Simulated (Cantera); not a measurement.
Feed: 1 mol SiO₂, 0.69 mol Cl₂, held at 18000 Pa.

Equilibrium computed with Cantera from the NASA thermochemical tables; the gas is ideal and each condensed phase is pure. Candidate condensed phases: Si, SiO₂; 15 gas species. The tables hold silica as quartz up to 1696 K and as liquid above; real silica turns to tridymite and cristobalite and melts near 1996 K. Kinetics and transport are ignored.

Which condensed phases are stable at each of these points (T (K)): 973, 1073, 1173, 1273, 1373, 1473, 1573, 1673, 1773, 1873?


```csv
T (K),condensed phases,Si condensed (%)
973,SiO₂(β-quartz),100.0
1073,SiO₂(β-quartz),100.0
1173,SiO₂(β-quartz),100.0
1273,SiO₂(β-quartz),100.0
1373,SiO₂(β-quartz),100.0
1473,SiO₂(β-quartz),100.0
1573,SiO₂(β-quartz),99.9
1673,SiO₂(β-quartz),99.9
1773,SiO₂(condensed),99.8
1873,SiO₂(condensed),99.8
```

From 973 K to 1673 K the condensed part is SiO₂(β-quartz). From 1773 K to 1873 K the condensed part is SiO₂(condensed).
